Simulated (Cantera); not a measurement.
**Stirred combustor or abatement burner**

A perfectly stirred reactor is fed with CH₄ : CO : O₂ : N₂ = 1.6 : 0.67 : 4.1 : 15.4 (molar parts), equivalence ratio 0.86, at 12.0 bar; it is adiabatic with a 425 K inlet, and is followed from long to short residence time, starting on the burning branch (τ in s: 0.11, 0.041, 0.015, 0.0055, 0.002, 0.00074, 0.00027, 9.9e-05, 3.6e-05).

Model: GRI-Mech 3.0 (53 species, 325 reactions), integrated in Cantera. The pressure lies above the range GRI-Mech 3.0 was tuned for (to about 10 atm).

```json
[
 {"τ (s)": "0.11", "T (K)": "2219", "x CH₄": "5.04e-7", "x CO": "0.00135", "x O₂": "0.0253", "x HO₂": "2.94e-6", "x C₂H₄": "6.33e-12", "x C₂H₂": "1.25e-11"},
 {"τ (s)": "0.041", "T (K)": "2221", "x CH₄": "1.32e-6", "x CO": "0.00142", "x O₂": "0.0258", "x HO₂": "3.05e-6", "x C₂H₄": "4.30e-11", "x C₂H₂": "8.29e-11"},
 {"τ (s)": "0.015", "T (K)": "2221", "x CH₄": "3.45e-6", "x CO": "0.00158", "x O₂": "0.0262", "x HO₂": "3.22e-6", "x C₂H₄": "2.91e-10", "x C₂H₂": "5.45e-10"},
 {"τ (s)": "0.0055", "T (K)": "2218", "x CH₄": "8.72e-6", "x CO": "0.00197", "x O₂": "0.0267", "x HO₂": "3.59e-6", "x C₂H₄": "1.79e-9", "x C₂H₂": "3.16e-9"},
 {"τ (s)": "0.0020", "T (K)": "2209", "x CH₄": "2.08e-5", "x CO": "0.00287", "x O₂": "0.0272", "x HO₂": "4.47e-6", "x C₂H₄": "9.34e-9", "x C₂H₂": "1.48e-8"},
 {"τ (s)": "0.00074", "T (K)": "2192", "x CH₄": "4.56e-5", "x CO": "0.00465", "x O₂": "0.0282", "x HO₂": "6.52e-6", "x C₂H₄": "3.78e-8", "x C₂H₂": "5.08e-8"},
 {"τ (s)": "0.00027", "T (K)": "2160", "x CH₄": "9.78e-5", "x CO": "0.00789", "x O₂": "0.0301", "x HO₂": "1.12e-5", "x C₂H₄": "1.31e-7", "x C₂H₂": "1.43e-7"},
 {"τ (s)": "9.9e-5", "T (K)": "2108", "x CH₄": "0.000217", "x CO": "0.0133", "x O₂": "0.0333", "x HO₂": "2.16e-5", "x C₂H₄": "4.37e-7", "x C₂H₂": "3.78e-7"},
 {"τ (s)": "3.6e-5", "T (K)": "2016", "x CH₄": "0.000581", "x CO": "0.0232", "x O₂": "0.0397", "x HO₂": "4.76e-5", "x C₂H₄": "1.95e-6", "x C₂H₂": "1.26e-6"}
]
```
x: mole fraction; the columns are a selection and need not sum to one.
